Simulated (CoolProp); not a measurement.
Vapour-liquid equilibrium of CH2F2 (R32) (1) + R152A (2) at 190.3 K; x and y are mole fractions of (1).

Values from CoolProp's multi-fluid Helmholtz-energy mixture model, Tillner-Roth 1997 and Outcalt 1996; pair parameters Bell 2016.

Task: Give the bubble pressure and the first vapour's composition at x = 0.05, 0.35, 0.8. Is there an azeotrope?

Result: x = 0.05: 0.003550 MPa, y = 0.238; x = 0.35: 0.007474 MPa, y = 0.747; x = 0.8: 0.01285 MPa, y = 0.951. No azeotrope shows between x = 0.05 and 0.95.

Pair parameters are fitted to limited data, so mixtures are less certain than the pure fluids.
